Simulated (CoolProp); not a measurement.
Vapour-liquid equilibrium of CH2F2 (R32) (1) + fluoroethane (R161) (2) at 0.108 MPa; x and y are mole fractions of (1).

Computed with CoolProp (multi-fluid Helmholtz-energy mixture model, Tillner-Roth 1997 and Wu 2012; pair parameters Bell 2016).

| x | bubble temperature (°C) | y at the bubble point | dew temperature at overall composition x (°C) | liquid density (mol/L) |
|---|---|---|---|---|
| 0.05 | -37.6 | 0.109 | -36.8 | 17.22 |
| 0.2 | -41.1 | 0.350 | -38.9 | 17.99 |
| 0.35 | -43.6 | 0.519 | -41.1 | 18.79 |
| 0.5 | -45.6 | 0.653 | -43.3 | 19.66 |
| 0.65 | -47.2 | 0.768 | -45.5 | 20.61 |
| 0.8 | -48.7 | 0.872 | -47.7 | 21.66 |
| 0.95 | -50.0 | 0.969 | -49.7 | 22.83 |

No azeotrope shows between x = 0.05 and 0.95.

Pair parameters are fitted to limited data, so mixtures are less certain than the pure fluids.
